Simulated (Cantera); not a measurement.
An adiabatic, constant-volume homogeneous reactor starts with 6.65 % CH3OH, 19.5 % O2, 73.8 % N2, equivalence ratio 0.51, at 1450 K and 9.87 atm.

Detailed kinetics in Cantera: GRI-Mech 3.0 (53 species, 325 reactions). GRI-Mech 3.0 was tuned for natural gas; its chemistry of methanol as a main component is partial and can be far from experiment.

Task: Predict: time of steepest temperature rise; temperature at 5.00 s; equilibrium temperature; x(O2) at 5.00 s; x(H2O) at 5.00 s; x(N2O) at 5.00 s; x(NO) at 5.00 s.

Result: 
| Item | Result |
|---|---|
| time of steepest temperature rise | 58.9 µs |
| temperature at 5.00 s | 2676 K |
| equilibrium temperature | 2676 K |
| x(O2) at 5.00 s | 0.0822 (gas-phase equilibrium 0.0822) |
| x(H2O) at 5.00 s | 0.121 (gas-phase equilibrium 0.121) |
| x(N2O) at 5.00 s | 4.18e-6 (gas-phase equilibrium 4.18e-6) |
| x(NO) at 5.00 s | 0.0182 (gas-phase equilibrium 0.0182) |
